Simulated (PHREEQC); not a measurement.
0.01 mol of Jarosite-K (KFe3(SO4)2(OH)6) is brought to equilibrium with 1 kg of water holding 0.1 mol/kgw NaCl, at 25 °C, the pH being set by adding NaOH or HCl. Oxygen alone is held at its pressure in air (log pO2 = -0.68). No CO2 enters from the air. Names ending in (a), (am) or -a are amorphous solids. Only these solids could form: Jarosite-K, Fe(OH)3(a), Sylvite.

Computed with PHREEQC (ion-association model, phreeqc.dat).

Problem. Predict dissolved K (mol/kgw), dissolved Fe (mol/kgw) at pH = 3.83, 4.75, 5.67.

Solution. 
```json
[
 {"pH": "3.83", "dissolved K (mol/kgw)": "0.000111", "dissolved Fe (mol/kgw)": "6.47e-5"},
 {"pH": "4.75", "dissolved K (mol/kgw)": "0.000929", "dissolved Fe (mol/kgw)": "4.24e-6"},
 {"pH": "5.67", "dissolved K (mol/kgw)": "0.00863", "dissolved Fe (mol/kgw)": "4.94e-7"}
]
```
